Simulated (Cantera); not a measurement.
Input (Python, Cantera):

```python
import numpy as np
import cantera as ct

gas = ct.Solution("gri30.yaml")
gas.TPX = 1723, 16000, {'CH4': 0.022, 'H2': 1, 'H': 0.073, 'N2': 0.054}
reactor = ct.IdealGasConstPressureReactor(gas, energy="off", clone=False)
net = ct.ReactorNet([reactor])
net.rtol, net.atol = 1e-08, 1e-18
show = ['CH4', 'H2', 'H', 'CH3', 'CH2', 'C2H6', 'C2H4']
times = np.geomspace(0.0002, 80, 12)

steps = ct.SolutionArray(gas, extra=["t"])
rows = []
print(f"{'t/s':>10s}{'T/K':>9s}{'P/Pa':>11s}" + "".join(f"{s:>11s}" for s in show))
for t in times:
    while net.time < t:
        t_next = net.step()
        steps.append(gas.state, t=t_next)
    rows.append([np.interp(t, steps.t, y) for y in (steps.T, steps.P, *steps(*show).X.T)])
    print(f"{t:10.3e}{rows[-1][0]:9.1f}{rows[-1][1]:11.4g}" + "".join(f"{x:11.3e}" for x in rows[-1][2:]))
rate = np.gradient(steps.T, steps.t)
print("integrator steps:", len(steps.t))
if steps.T.max() > steps.T[0] + 200:
    print(f"time of steepest temperature rise: {steps.t[rate.argmax()]:.4e} s")
gas.TPX = 1723, 16000, {'CH4': 0.022, 'H2': 1, 'H': 0.073, 'N2': 0.054}
gas.equilibrate("TP")
print(f"equilibrium (TP): T = {gas.T:.1f} K  " + "  ".join(f"{s} {gas[s].X[0]:.3e}" for s in show))
```

Result:

```
       t/s      T/K       P/Pa        CH4         H2          H        CH3        CH2       C2H6       C2H4
 2.000e-04   1723.0    1.6e+04  9.689e-03  9.272e-01  9.371e-03  1.923e-03  1.325e-05  1.196e-05  1.095e-04
 6.461e-04   1723.0    1.6e+04  1.015e-02  9.334e-01  3.350e-03  7.298e-04  2.318e-06  4.963e-06  6.645e-05
 2.087e-03   1723.0    1.6e+04  1.028e-02  9.357e-01  1.158e-03  2.566e-04  3.139e-07  1.653e-06  4.640e-05
 6.743e-03   1723.0    1.6e+04  1.023e-02  9.364e-01  5.159e-04  1.141e-04  6.431e-08  5.830e-07  3.645e-05
 2.178e-02   1723.0    1.6e+04  1.002e-02  9.366e-01  4.325e-04  9.363e-05  4.447e-08  4.341e-07  3.511e-05
 7.038e-02   1723.0    1.6e+04  9.381e-03  9.370e-01  4.329e-04  8.772e-05  4.175e-08  3.815e-07  3.622e-05
 2.274e-01   1723.0    1.6e+04  7.778e-03  9.379e-01  4.352e-04  7.305e-05  3.505e-08  2.657e-07  3.925e-05
 7.345e-01   1723.0    1.6e+04  5.038e-03  9.394e-01  4.393e-04  4.769e-05  2.322e-08  1.163e-07  4.519e-05
 2.373e+00   1723.0    1.6e+04  2.532e-03  9.408e-01  4.434e-04  2.416e-05  1.194e-08  3.475e-08  5.149e-05
 7.665e+00   1723.0    1.6e+04  1.527e-03  9.414e-01  4.453e-04  1.462e-05  7.286e-09  1.719e-08  5.425e-05
 2.476e+01   1723.0    1.6e+04  1.449e-03  9.415e-01  4.455e-04  1.388e-05  6.921e-09  1.620e-08  5.447e-05
 8.000e+01   1723.0    1.6e+04  1.449e-03  9.415e-01  4.455e-04  1.388e-05  6.921e-09  1.620e-08  5.447e-05
integrator steps: 1577
equilibrium (TP): T = 1723.0 K  CH4 1.071e-03  H2 9.417e-01  H 4.456e-04  CH3 1.026e-05  CH2 5.115e-09  C2H6 8.851e-09  C2H4 2.975e-05
```

Cantera simulation using GRI-Mech 3.0 (53 species, 325 reactions); the numbers are that mechanism's predictions, not measurements. GRI-Mech 3.0 stops at C3 and has no aromatics, soot or wall deposition, so with more carbon than oxygen in the feed, carbon stays in small species such as C2H2 where larger ones or solid carbon would form.
